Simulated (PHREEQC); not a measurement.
Solution (25 °C): 2.3 mmol/kgw KH2PO4 and 5.5 mmol/kgw HCl. Closed to the air; pH follows from the charge balance.

The numbers come from PHREEQC with the ion-association model, phreeqc.dat.

```csv
quantity,before,after
pH,2.37,2.29
ionic strength (mol/kgw),0.00696,0.00550
```

Question: Name the change that produced these shifts.
A. KH2PO4 replaced by Na3PO4 at the same molality
B. diluted 10-fold with water
C. KH2PO4 from 0.0023 to 0.00345 mol/kgw
D. HCl from 0.0055 to 0.00495 mol/kgw
E. KH2PO4 left out

Answer: E, KH2PO4 left out

Precipitation was switched off in this run.
